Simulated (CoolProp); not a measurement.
Saturation properties of octamethyltrisiloxane (MDM).

The numbers come from the reference Helmholtz-energy equation of state, Thol 2017 in CoolProp.

```csv
T (K),p (MPa),vapour density (kg/m³)
389.5,0.03517,2.660
394.7,0.04158,3.119
400,0.04905,3.649
405.3,0.05754,4.249
410.5,0.06695,4.911
415.8,0.07774,5.667
421.1,0.08985,6.515
426.3,0.1031,7.441
431.6,0.1181,8.492
436.8,0.1345,9.636
442.1,0.1528,10.93
447.4,0.1731,12.36
452.6,0.1949,13.90
457.9,0.2192,15.64
463.2,0.2458,17.56
```

It boils at 425.6 K under 1 atm.
